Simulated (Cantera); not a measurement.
A Cantera script and what it prints.

```python
import numpy as np
import cantera as ct

gas_names = [...]  # 109 gases of nasa_gas.yaml made of C, Cl, H, Si
cond_names = """
    C(gr) C6H6(L) C7H8(L) C8H18(L),n-octa Si(cr) Si(L) SiC(b)
""".split()


# ... load() reads the species with a 1 bar reference pressure and builds the phases ...
atoms = {
    'Si(CH3)4': {'Si': 1, 'C': 4, 'H': 12},
    'HCl': {'H': 1, 'CL': 1},
    'H2': {'H': 2},
}
top_T = {'C(gr)': 4500, 'SiC(b)': 3050}  # K; cautious upper limits of use, not melting points


# ... equilibrate(T, P, feed) seeds the gas with the atoms and calls Mixture.equilibrate('TP', solver="vcs", rtol=1e-11, max_steps=5000) ...
results = []
feed = {'Si(CH3)4': 1, 'HCl': 1.7, 'H2': 1.8}  # mol
P = 1700  # Pa
for T in [1098, 1198, 1298, 1398, 1498, 1598, 1698, 1798, 1898, 1998, 2098, 2198, 2298, 2398]:
    mix = equilibrate(T, P, feed)
    results.append((T, P, feed, dict(zip(mix.species_names, mix.species_moles))))

top = {s: max(r[3][s] / sum(r[3][g] for g in gas_names) for r in results) for s in gas_names}
cols = sorted((s for s in top if top[s] > 1e-06), key=lambda s: -top[s])[:5]
seen = [c for c in cond_names if any(r[3].get(c, 0) > 1e-12 for r in results)]
print("log10 of partial pressures in bar; condensed amounts in mol")
print(f"{'T/K':>10s}" + "".join(f"{s[:9]:>10s}" for s in cols + seen))
for T, P, feed, n in results:
    ng = sum(n[g] for g in gas_names)
    print(f"{T:10.4g}" + "".join(f"{np.log10(max(n[s] / ng * P / 1e5, 1e-99)):10.3f}" for s in cols)
          + "".join(f"{n.get(c, 0):10.4g}" for c in seen))
```

It prints:

```
log10 of partial pressures in bar; condensed amounts in mol
       T/K        H2       HCL         H        Si        CL     C(gr)    SiC(b)
      1098    -1.850    -2.553    -8.532   -16.734    -9.283     3.033    0.9628
      1198    -1.854    -2.525    -7.648   -14.669    -8.381     3.008    0.9901
      1298    -1.855    -2.520    -6.897   -12.924    -7.637     3.004    0.9946
      1398    -1.855    -2.520    -6.252   -11.431    -7.002     3.006    0.9938
      1498    -1.855    -2.522    -5.692   -10.139    -6.453     3.009    0.9909
      1598    -1.855    -2.524    -5.201    -9.010    -5.972     3.013    0.9866
      1698    -1.855    -2.527    -4.767    -8.016    -5.549     3.018     0.981
      1798    -1.855    -2.532    -4.381    -7.133    -5.174     3.023    0.9739
      1898    -1.856    -2.538    -4.035    -6.344    -4.839     3.029    0.9654
      1998    -1.858    -2.547    -3.724    -5.636    -4.540     3.033    0.9545
      2098    -1.863    -2.559    -3.443    -4.995    -4.273     3.039    0.9379
      2198    -1.872    -2.577    -3.190    -4.414    -4.033     3.052    0.9036
      2298    -1.889    -2.605    -2.963    -3.884    -3.822     3.096    0.8117
      2398    -1.920    -2.650    -2.763    -3.398    -3.639      3.24    0.5361
```

Cantera equilibrium calculation (NASA polynomials, part measured and part estimated; ideal gas, pure solids and liquids). The tables' values for SiCl, SiCl3 are old estimates; treat these amounts as uncertain. Gases not in the tables: Si2H6 and higher silanes.
